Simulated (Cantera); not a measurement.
Cantera run:

```python
import numpy as np
import cantera as ct

gas_names = [...]  # 95 gases of nasa_gas.yaml made of C, F, H
cond_names = """
    C(gr) C6H6(L) C7H8(L) C8H18(L),n-octa
""".split()


# ... load() reads the species with a 1 bar reference pressure and builds the phases ...
atoms = {
    'c-C4F8': {'C': 4, 'F': 8},
    'CH4': {'C': 1, 'H': 4},
    'H2': {'H': 2},
}
top_T = {'C(gr)': 4500}  # K; cautious upper limits of use, not melting points


# ... equilibrate(T, P, feed) seeds the gas with the atoms and calls Mixture.equilibrate('TP', solver="vcs", rtol=1e-11, max_steps=5000) ...
results = []
feed = {'c-C4F8': 1, 'CH4': 0.038, 'H2': 2.8}  # mol
P = 270  # Pa
for T in [1400, 1475, 1550, 1625, 1700, 1775, 1850, 1925, 2000, 2075, 2150, 2225, 2300]:
    mix = equilibrate(T, P, feed)
    results.append((T, P, feed, dict(zip(mix.species_names, mix.species_moles))))

top = {s: max(r[3][s] / sum(r[3][g] for g in gas_names) for r in results) for s in gas_names}
cols = sorted((s for s in top if top[s] > 1e-06), key=lambda s: -top[s])[:7]
seen = [c for c in cond_names if any(r[3].get(c, 0) > 1e-12 for r in results)]
print("log10 of partial pressures in bar; condensed amounts in mol")
print(f"{'T/K':>10s}" + "".join(f"{s[:9]:>10s}" for s in cols + seen))
for T, P, feed, n in results:
    ng = sum(n[g] for g in gas_names)
    print(f"{T:10.4g}" + "".join(f"{np.log10(max(n[s] / ng * P / 1e5, 1e-99)):10.3f}" for s in cols)
          + "".join(f"{n.get(c, 0):10.4g}" for c in seen))
```

It prints:

```
log10 of partial pressures in bar; condensed amounts in mol
       T/K        HF         F       CF4       CF2        CF       CF3         H     C(gr)
      1400    -2.609    -7.397    -3.619    -6.875   -11.600    -7.783   -10.735     3.476
      1475    -2.609    -6.797    -3.620    -6.344   -10.679    -7.352   -10.227     3.476
      1550    -2.609    -6.255    -3.621    -5.866    -9.849    -6.965    -9.768     3.475
      1625    -2.610    -5.763    -3.624    -5.434    -9.096    -6.615    -9.349     3.473
      1700    -2.610    -5.316    -3.632    -5.044    -8.412    -6.300    -8.967     3.468
      1775    -2.612    -4.908    -3.649    -4.692    -7.789    -6.019    -8.614     3.459
      1850    -2.616    -4.539    -3.684    -4.379    -7.222    -5.777    -8.286     3.442
      1925    -2.623    -4.208    -3.754    -4.110    -6.709    -5.581    -7.978     3.418
      2000    -2.635    -3.919    -3.886    -3.896    -6.252    -5.452    -7.680      3.39
      2075    -2.651    -3.679    -4.125    -3.756    -5.858    -5.419    -7.379      3.38
      2150    -2.667    -3.498    -4.517    -3.710    -5.534    -5.515    -7.059      3.42
      2225    -2.680    -3.375    -5.061    -3.758    -5.277    -5.741    -6.712     3.514
      2300    -2.690    -3.292    -5.702    -3.870    -5.070    -6.050    -6.352     3.626
```

These are equilibrium values from Cantera (NASA tables, ideal gas, pure condensed phases), not measurements of a reactor. The feed counts by its element totals alone. Gases not in the tables: C2F6 and larger saturated fluorocarbons.
